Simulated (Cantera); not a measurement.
Metals in furnace atmospheres: Cu + CO₂ + N₂

A closed system holds: 1 mol Cu, 7.7 mol CO₂, 2.6 mol N₂, equilibrated at 1525 °C and 1330 Pa.

These are equilibrium values from Cantera (NASA tables, ideal gas, pure condensed phases), not measurements of a reactor. Candidate condensed phases: C, Cu, CuO, Cu₂O; 27 gas species. Equilibrium is a limit: real reactors are often held back by kinetics, nucleation or transport.

```
Item                                        Value
--------------------------------------  ---------
x(CO₂)                                      0.698
x(N₂)                                       0.240
x(Cu)                                      0.0397
x(CO)                                      0.0146
x(O₂)                                     0.00700
x(NO)                                    0.000416
x(O)                                      8.65e-5
x(Cu₂)                                    7.54e-5
x(CuO)                                    5.09e-5
n(Cu(l))                                0.569 mol
gas amount                              10.81 mol
log10 activity of C(graphite) (absent)      -9.51
```
